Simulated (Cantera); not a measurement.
A closed system holds: 1 mol AlN, 570 mol H2, 14 mol N2, 46 mol HCl, at 0.615 Torr.

Method: chemical equilibrium by Gibbs-energy minimisation in Cantera with the NASA 1993 tables (ideal gas, pure condensed phases). Candidate condensed phases: Al, AlCl3, AlN, NH4Cl; 20 gas species. The tables' values for AlCl2 are old estimates; treat these amounts as uncertain. Equilibrium is a limit: real reactors are often held back by kinetics, nucleation or transport.

At 1373 K, list the 5 most abundant gas species with their mole fractions, and the condensed phases.

H2 0.906, HCl 0.0695, N2 0.0230, AlCl3 0.000830, AlCl 0.000567. Condensed: gas only.
